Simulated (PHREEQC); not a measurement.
TMAH is added in steps, without added water, to 1 kg of water holding 0.053 mol/kgw NiSO4, 0.0021 mol/kgw CaCl2 and 0.18 mol/kgw HCl, at 25 °C. O2 is buffered at 0.21 atm. CO2 from the air is kept out. Solids allowed: Gypsum, Portlandite, Ni(OH)2, Ni4(OH)6SO4, Morenosite. Others were left out.

Base run: PHREEQC, ion-association model, wateq4f.dat. Each further column changes one thing. The table gives pH.

| TMAH added (mol) | base | all activity coefficients set to 1 | Davies equation for every ion | Debye-Hückel limiting law | metal-ligand complexes left out |
|---|---|---|---|---|---|
| 0 | 0.95 | ___ | 0.98 | 1.11 | 0.97 |
| 0.05 | 1.12 | 1.02 | 1.15 | 1.26 | 1.14 |
| 0.09 | 1.31 | 1.21 | 1.34 | 1.43 | 1.35 |
| 0.14 | 1.73 | 1.65 | 1.76 | 1.80 | 1.78 |
| 0.18 | 6.08 | 6.12 | 6.10 | 6.26 | 6.01 |
| 0.23 | 6.57 | ___ | 6.58 | 6.81 | 6.45 |
| 0.27 | 6.85 | 6.96 | 6.86 | 7.07 | 6.73 |
| 0.32 | 12.35 | ___ | 12.40 | 12.22 | 12.35 |

Task: Complete the blanks.

Result: 
- 0, all activity coefficients set to 1: 0.85
- 0.23, all activity coefficients set to 1: 6.62
- 0.32, all activity coefficients set to 1: 12.53

(CH3)4N+ isn't in the database: it is added as a free cation with an ion size of 4 Å. The database's Ni(OH)2 is the aged solid; a fresh precipitate is more soluble.
